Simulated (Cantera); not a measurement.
Charge: 1 mol Si, 14 mol HCl, 3.6 mol N2, at 500 °C and 0.0750 Torr.

Equilibrium computed with Cantera from the NASA thermochemical tables; the gas is ideal and each condensed phase is pure. Candidate condensed phases: NH4Cl, Si, Si3N4; 28 gas species. The numbers say what is thermodynamically allowed, not how fast it happens.

**Question.** What is the equilibrium state?

**Answer.** 
* **x(HCl)**: 0.602
* **x(N2)**: 0.217
* **x(H2)**: 0.120
* **x(SiCl4)**: 0.0602
* **x(SiHCl3)**: 7.60e-6
* **gas amount**: 16.60 mol
* **log10 activity of Si(s) (absent)**: -9.20
